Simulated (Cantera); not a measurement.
Input: 1 mol C2H2, 0.2 mol CO2, equilibrated at 700 K and 0.000140 bar.

Equilibrium computed with Cantera from the NASA thermochemical tables; the gas is ideal and each condensed phase is pure. Candidate condensed phases: C, C6H6, C7H8, C8H18, H2O; 110 gas species. Rates play no part.

Base state: H2 0.732, CO 0.228, CO2 0.0294, H2O 0.0100, CH4 0.000637 (mole fractions); condensed: C(graphite).

**Question.** What changes in the equilibrium state with this change: pressure from 0.000140 bar to 0.00180 bar?

**Answer.** 
```csv
species,before,after
H2,0.732,0.744
CO,0.228,0.106
CO2,0.0294,0.0811
H2O,0.0100,0.0606
CH4,0.000637,0.00848
"C(graphite), mol",1.85,1.96
```

**Question.** What changes in the equilibrium state with this change: temperature from 700 K to 798 K?

**Answer.** 
```json
[
 {"species": "H2", "before": "0.732", "after": "0.715"},
 {"species": "CO", "before": "0.228", "after": "0.283"},
 {"species": "CO2", "before": "0.0294", "after": "0.00118"},
 {"species": "H2O", "before": "0.0100", "after": "0.000698"},
 {"species": "CH4", "before": "0.000637", "after": "9.94e-5"},
 {"species": "C(graphite), mol", "before": "1.85", "after": "1.80"}
]
```
